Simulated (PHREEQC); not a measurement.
1.5 g of hydrous ferric oxide (600 m²/g; 0.2 weak and 0.005 strong sites per Fe, Dzombak-Morel constants, diffuse double layer) in 1 kg of water with 0.005 mol/kgw of an inert sodium salt and 0.093 mmol/kgw NiCl2, 0.11 mmol/kgw CaCl2 and 0.013 mmol/kgw MnCl2, at 25 °C; the pH is set by adding NaOH or the inert anion's acid. The system is closed to oxygen. No CO2 enters from the air. Precipitation was switched off in this run.

Base run: PHREEQC, ion-association model, wateq4f.dat. Each further column changes one thing. The table gives Ca sorbed (%).

```json
[
 {"pH": "4", "base": "0.0", "no electrostatic term (-no_edl)": "0.3", "background salt from 0.005 to 0.0005 mol/kgw": "0.0", "oxide from 1.5 to 7.5 g/kgw": "0.0"},
 {"pH": "4.5", "base": "0.0", "no electrostatic term (-no_edl)": "0.9", "background salt from 0.005 to 0.0005 mol/kgw": "0.0", "oxide from 1.5 to 7.5 g/kgw": "0.0"},
 {"pH": "5", "base": "0.0", "no electrostatic term (-no_edl)": "2.5", "background salt from 0.005 to 0.0005 mol/kgw": "0.0", "oxide from 1.5 to 7.5 g/kgw": "0.0"},
 {"pH": "6", "base": "0.0", "no electrostatic term (-no_edl)": "6.6", "background salt from 0.005 to 0.0005 mol/kgw": "0.0", "oxide from 1.5 to 7.5 g/kgw": "0.3"},
 {"pH": "6.5", "base": "0.1", "no electrostatic term (-no_edl)": "8.6", "background salt from 0.005 to 0.0005 mol/kgw": "0.1", "oxide from 1.5 to 7.5 g/kgw": "1.8"},
 {"pH": "7", "base": "0.6", "no electrostatic term (-no_edl)": "14.0", "background salt from 0.005 to 0.0005 mol/kgw": "0.6", "oxide from 1.5 to 7.5 g/kgw": "12.1"},
 {"pH": "7.5", "base": "4.4", "no electrostatic term (-no_edl)": "22.5", "background salt from 0.005 to 0.0005 mol/kgw": "4.8", "oxide from 1.5 to 7.5 g/kgw": "50.4"},
 {"pH": "8", "base": "24.5", "no electrostatic term (-no_edl)": "35.1", "background salt from 0.005 to 0.0005 mol/kgw": "27.0", "oxide from 1.5 to 7.5 g/kgw": "88.6"},
 {"pH": "9", "base": "94.8", "no electrostatic term (-no_edl)": "63.6", "background salt from 0.005 to 0.0005 mol/kgw": "95.8", "oxide from 1.5 to 7.5 g/kgw": "99.8"},
 {"pH": "9.5", "base": "99.4", "no electrostatic term (-no_edl)": "69.9", "background salt from 0.005 to 0.0005 mol/kgw": "99.5", "oxide from 1.5 to 7.5 g/kgw": "100.0"},
 {"pH": "10", "base": "99.9", "no electrostatic term (-no_edl)": "72.3", "background salt from 0.005 to 0.0005 mol/kgw": "99.9", "oxide from 1.5 to 7.5 g/kgw": "100.0"}
]
```

 In at least one series the solution becomes supersaturated in solids that the run did not let form, among them Ni(OH)2.
